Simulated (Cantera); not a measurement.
Cantera run, input and output.

```python
import numpy as np
import cantera as ct

gas = ct.Solution("gri30.yaml")
gas.TPX = 1748, 1333, {'CH4': 1, 'N2': 45}
inlet = ct.Reservoir(gas, clone=True)

reactor = ct.IdealGasConstPressureReactor(gas, energy="off", clone=False)
exhaust = ct.Reservoir(gas, clone=True)
tau = [2.6, 0.77, 0.23, 0.07, 0.021, 0.0063, 0.0019][0]
for a, b in ((inlet, reactor), (reactor, exhaust)):
    ct.MassFlowController(a, b, mdot=lambda t: reactor.mass / tau)
net = ct.ReactorNet([reactor])
show = ['CH4', 'C2H', 'C2H6', 'C2H4', 'CH3', 'H2', 'HCN']

rows = []
print(f"{'tau/s':>10s}{'T/K':>9s}" + "".join(f"{s:>11s}" for s in show))
for tau in [2.6, 0.77, 0.23, 0.07, 0.021, 0.0063, 0.0019]:
    net.initial_time = 0.0
    net.advance(30 * tau)
    before = gas.X
    net.advance(40 * tau)
    drift = np.max(np.abs(gas.X - before) / (gas.X + 1e-9))
    rows.append([gas.T, *gas[show].X, drift])
    print(f"{tau:10.3e}{gas.T:9.1f}" + "".join(f"{x:11.3e}" for x in gas[show].X))
```

Result:

```
     tau/s      T/K        CH4        C2H       C2H6       C2H4        CH3         H2        HCN
 2.600e+00   1748.0  3.104e-03  2.242e-07  2.175e-07  4.635e-05  2.159e-04  2.705e-02  2.632e-05
 7.700e-01   1748.0  6.541e-03  1.490e-07  6.342e-07  1.571e-04  3.643e-04  2.176e-02  6.762e-06
 2.300e-01   1748.0  1.205e-02  7.642e-08  1.366e-06  4.041e-04  5.325e-04  1.328e-02  1.234e-06
 7.000e-02   1748.0  1.836e-02  1.779e-08  1.420e-06  4.432e-04  5.449e-04  3.985e-03  8.025e-08
 2.100e-02   1748.0  2.130e-02  9.416e-10  3.029e-07  5.855e-05  2.549e-04  3.328e-04  9.980e-10
 6.300e-03   1748.0  2.165e-02  1.373e-11  2.700e-08  2.192e-06  7.945e-05  4.477e-05  2.878e-11
 1.900e-03   1748.0  2.172e-02  4.891e-14  1.877e-09  6.312e-08  2.369e-05  1.169e-05  1.347e-12
```

Detailed kinetics in Cantera: GRI-Mech 3.0 (53 species, 325 reactions). GRI-Mech 3.0 stops at C3 and has no aromatics, soot or wall deposition, so with more carbon than oxygen in the feed, carbon stays in small species such as C2H2 where larger ones or solid carbon would form. Radical loss at walls, strong at low pressure, is not modelled.
